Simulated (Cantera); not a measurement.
A closed system holds: 1 mol CO, 6.1 mol H₂, 0.63 mol N₂, equilibrated at 2350 °C and 0.00110 bar.

These are equilibrium values from Cantera (NASA tables, ideal gas, pure condensed phases), not measurements of a reactor. The numbers say what is thermodynamically allowed, not how fast it happens.

```
species  before    after
-------  ------  -------
H₂        0.237    0.789
CO       0.0894    0.129
N₂       0.0563   0.0815
H         0.618  4.38e-5
```
Gas species are given as mole fractions.

**Question.** Name the change that produced these shifts.
(A) pressure from 0.00110 bar to 1.00 bar
(B) pressure from 0.00110 bar to 0.0100 bar
(C) 0.31 mol CO₂ added
(D) temperature from 2350 °C to 1052 °C

**Answer.** D, temperature from 2350 °C to 1052 °C
